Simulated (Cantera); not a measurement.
An adiabatic, constant-volume homogeneous reactor starts with CH₄ : CO : O₂ : N₂ = 1 : 0.08 : 1.46 : 5.48 (molar parts), equivalence ratio 1.4, at 1300 K and 7.11 atm.

Detailed kinetics in Cantera: GRI-Mech 3.0 (53 species, 325 reactions). Above 3000 K some thermodynamic fits are extrapolated.

Question: Predict: time of steepest temperature rise; temperature at 0.300 s; equilibrium temperature; x(CO) at 0.300 s; x(O₂) at 0.300 s; x(N₂O) at 0.300 s.

Answer: 
| Property | Value |
|---|---|
| time of steepest temperature rise | 2.47 ms |
| temperature at 0.300 s | 3006 K |
| equilibrium temperature | 3006 K |
| x(CO) at 0.300 s | 0.0873 (gas-phase equilibrium 0.0873) |
| x(O₂) at 0.300 s | 0.00118 (gas-phase equilibrium 0.00118) |
| x(N₂O) at 0.300 s | 6.95e-7 (gas-phase equilibrium 6.95e-7) |
